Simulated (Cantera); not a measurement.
A perfectly stirred reactor is fed with NH3 : N2 = 1 : 0.57 (molar parts), at 760 Torr; it is held at 1850 K, and followed from long to short residence time.

Model: the gas-phase N/H chemistry of the illustrative SiF4/NH3 mechanism in the Surface Chemkin manual (1991), integrated in Cantera. Walls and surfaces, which speed up NH3 decomposition in real reactors, are not modelled.

One state of this run: x NH3 = 0.557; x N2H4 = 2.89e-7; x H = 1.95e-5; x N2 = 0.370; x N = 9.30e-8. x: mole fraction; the columns are a selection and need not sum to one.

Q: Which value of τ (s) does it belong to?
A) 0.0045
B) 0.57
C) 0.11
D) 0.023

A: D, 0.023
